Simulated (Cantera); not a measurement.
What does this Cantera script print?

```python
import numpy as np
import cantera as ct

gas_names = """
    CL CL2 H HCL H2 Si SiCL SiCL2 SiCL3 SiCL4 SiH SiHCL3 SiH2 SiH2CL2 SiH3 SiH3CL SiH4 Si2 Si3
""".split()
cond_names = """
    Si(cr) Si(L)
""".split()


# ... load() reads the species with a 1 bar reference pressure and builds the phases ...
atoms = {
    'SiHCl3': {'Si': 1, 'H': 1, 'CL': 3},
    'HCl': {'H': 1, 'CL': 1},
    'H2': {'H': 2},
    'Cl2': {'CL': 2},
}
top_T = {}  # K; cautious upper limits of use, not melting points


# ... equilibrate(T, P, feed) seeds the gas with the atoms and calls Mixture.equilibrate('TP', solver="vcs", rtol=1e-11, max_steps=5000) ...
results = []
feed = {'SiHCl3': 1, 'HCl': 0.035, 'H2': 9.7, 'Cl2': 0.6}  # mol
P = 1333.22  # Pa
for T in [1125, 1175, 1225, 1275, 1325, 1375, 1425, 1475]:
    mix = equilibrate(T, P, feed)
    results.append((T, P, feed, dict(zip(mix.species_names, mix.species_moles))))

top = {s: max(r[3][s] / sum(r[3][g] for g in gas_names) for r in results) for s in gas_names}
cols = sorted((s for s in top if top[s] > 1e-05), key=lambda s: -top[s])[:9]
seen = [c for c in cond_names if any(r[3].get(c, 0) > 1e-12 for r in results)]
print("log10 of partial pressures in bar; condensed amounts in mol")
print(f"{'T/K':>10s}" + "".join(f"{s[:9]:>10s}" for s in cols + seen))
for T, P, feed, n in results:
    ng = sum(n[g] for g in gas_names)
    print(f"{T:10.4g}" + "".join(f"{np.log10(max(n[s] / ng * P / 1e5, 1e-99)):10.3f}" for s in cols)
          + "".join(f"{n.get(c, 0):10.4g}" for c in seen))
```

Output:

```
log10 of partial pressures in bar; condensed amounts in mol
       T/K        H2       HCL     SiCL2     SiCL4     SiCL3    SiHCL3   SiH2CL2         H        CL    Si(cr)
      1125    -1.949    -3.021    -3.766    -3.147    -4.002    -3.836    -5.436    -8.327    -9.450   0.01876
      1175    -1.959    -2.914    -3.510    -3.253    -3.876    -3.926    -5.491    -7.891    -8.904    0.0166
      1225    -1.970    -2.827    -3.312    -3.407    -3.808    -4.056    -5.579    -7.491    -8.413         0
      1275    -1.981    -2.750    -3.187    -3.610    -3.805    -4.235    -5.719    -7.123    -7.963         0
      1325    -1.991    -2.697    -3.104    -3.866    -3.852    -4.451    -5.879    -6.782    -7.564         0
      1375    -1.997    -2.664    -3.052    -4.162    -3.938    -4.691    -6.049    -6.464    -7.212         0
      1425    -2.001    -2.645    -3.021    -4.480    -4.048    -4.943    -6.221    -6.167    -6.897         0
      1475    -2.003    -2.635    -3.002    -4.802    -4.168    -5.194    -6.391    -5.889    -6.611         0
```

These are equilibrium values from Cantera (NASA tables, ideal gas, pure condensed phases), not measurements of a reactor. The tables' values for SiCl3 are old estimates; treat these amounts as uncertain.
